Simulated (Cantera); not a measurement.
Feed: 1 mol CH₄, 0.063 mol NH₃, at 802 °C and 2600 Pa.

Cantera equilibrium calculation (NASA polynomials, part measured and part estimated; ideal gas, pure solids and liquids). Candidate condensed phases: C, C₆H₆, C₇H₈, C₈H₁₈; 92 gas species. Kinetics and transport are ignored.

Base state: H₂ 0.984, N₂ 0.0148, CH₄ 0.00114 (mole fractions); condensed: C(graphite).

### Question
What changes in the equilibrium state with this change: pressure from 2600 Pa to 5100000 Pa?

### Answer
```json
[
 {"species": "CH₄", "before": "0.00114", "after": "0.507"},
 {"species": "H₂", "before": "0.984", "after": "0.470"},
 {"species": "N₂", "before": "0.0148", "after": "0.0219"},
 {"species": "C₂H₆", "before": "<1e-9", "after": "0.000179"},
 {"species": "NH₃", "before": "1.13e-6", "after": "0.000889"},
 {"species": "C(graphite), mol", "before": "0.998", "after": "0.284"}
]
```
The ideal-gas law is rough above about 30 bar.
